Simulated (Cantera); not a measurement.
Feed: 1 mol Pb, 9.9 mol H2O, 2.6 mol N2, equilibrated at 1523 K and 0.390 bar.

Method: chemical equilibrium by Gibbs-energy minimisation in Cantera with the NASA 1993 tables (ideal gas, pure condensed phases). Candidate condensed phases: H2O, Pb, PbO, PbO2, Pb3O4; 27 gas species. Gases not in the tables: (PbO)n polymers. Rates play no part.

Base state: H2O 0.729, N2 0.193, Pb 0.0693, H2 0.00474, PbO 0.00473, Pb2 2.97e-5, OH 1.21e-5 (mole fractions); condensed: gas only.

**Question.** What changes in the equilibrium state with this change: temperature from 1523 K to 900 K?

**Answer.** 
```json
[
 {"species": "H2O", "before": "0.729", "after": "0.792"},
 {"species": "N2", "before": "0.193", "after": "0.208"},
 {"species": "H2", "before": "0.00474", "after": "7.90e-5"},
 {"species": "Pb", "before": "0.0693", "after": "3.51e-6"},
 {"species": "PbO", "before": "0.00473", "after": "1.91e-8"},
 {"species": "Pb2", "before": "2.97e-5", "after": "<1e-9"},
 {"species": "OH", "before": "1.21e-5", "after": "<1e-9"},
 {"species": "Pb(l), mol", "before": "0", "after": "0.999"},
 {"species": "PbO(yellow), mol", "before": "0", "after": "0.000988"}
]
```
